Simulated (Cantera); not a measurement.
A freely propagating, adiabatic, planar premixed flame of 11.9 % CO, 10.4 % H₂, 5.12 % CH₄, 15.2 % O₂, 57.4 % N₂, equivalence ratio 1.4, unburnt at 575 K and 101000 Pa; mixture-averaged transport, grid criteria slope 0.08 and curve 0.16, no radiation.

Detailed kinetics in Cantera: GRI-Mech 3.0 (53 species, 325 reactions). Burning velocities carry a grid error of a few per cent, more on coarse grids.

Problem. Predict: laminar burning velocity; thermal thickness; peak x(C₂H₂); peak x(O).

Solution. 
| Property | Value |
|---|---|
| laminar burning velocity | 279 cm/s |
| thermal thickness | 0.247 mm |
| peak x(C₂H₂) | 3.96e-5 |
| peak x(O) | 0.00592 |
